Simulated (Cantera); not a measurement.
Cantera run:

```python
import numpy as np
import cantera as ct

gas_names = [...]  # 92 gases of nasa_gas.yaml made of C, H, N
cond_names = """
    C(gr) C6H6(L) C7H8(L) C8H18(L),n-octa
""".split()


# ... load() reads the species with a 1 bar reference pressure and builds the phases ...
atoms = {
    'toluene': {'C': 7, 'H': 8},
    'H2': {'H': 2},
    'N2': {'N': 2},
}
top_T = {'C(gr)': 4500}  # K; cautious upper limits of use, not melting points


# ... equilibrate(T, P, feed) seeds the gas with the atoms and calls Mixture.equilibrate('TP', solver="vcs", rtol=1e-11, max_steps=5000) ...
results = []
feed = {'toluene': 1, 'H2': 31, 'N2': 1.3}  # mol
P = 133.322  # Pa
for T in [1375, 1475, 1575, 1675, 1775, 1875, 1975, 2075]:
    mix = equilibrate(T, P, feed)
    results.append((T, P, feed, dict(zip(mix.species_names, mix.species_moles))))

top = {s: max(r[3][s] / sum(r[3][g] for g in gas_names) for r in results) for s in gas_names}
cols = sorted((s for s in top if top[s] > 1e-05), key=lambda s: -top[s])[:9]
seen = [c for c in cond_names if any(r[3].get(c, 0) > 1e-12 for r in results)]
print("log10 of partial pressures in bar; condensed amounts in mol")
print(f"{'T/K':>10s}" + "".join(f"{s[:9]:>10s}" for s in cols + seen))
for T, P, feed, n in results:
    ng = sum(n[g] for g in gas_names)
    print(f"{T:10.4g}" + "".join(f"{np.log10(max(n[s] / ng * P / 1e5, 1e-99)):10.3f}" for s in cols)
          + "".join(f"{n.get(c, 0):10.4g}" for c in seen))
```

Output:

```
log10 of partial pressures in bar; condensed amounts in mol
       T/K        H2         H        N2       HCN C2H2,acet       HNC     C(gr)
      1375    -2.891    -6.911    -4.322    -7.000    -8.641    -8.965     6.997
      1475    -2.891    -6.333    -4.322    -6.660    -8.067    -8.469     6.993
      1575    -2.892    -5.827    -4.323    -6.365    -7.567    -8.037     6.986
      1675    -2.892    -5.381    -4.325    -6.105    -7.129    -7.657     6.974
      1775    -2.895    -4.986    -4.329    -5.877    -6.741    -7.323     6.952
      1875    -2.899    -4.633    -4.335    -5.677    -6.398    -7.027     6.918
      1975    -2.908    -4.318    -4.345    -5.501    -6.096    -6.766     6.863
      2075    -2.924    -4.037    -4.359    -5.350    -5.830    -6.538     6.782
```

These are equilibrium values from Cantera (NASA tables, ideal gas, pure condensed phases), not measurements of a reactor.
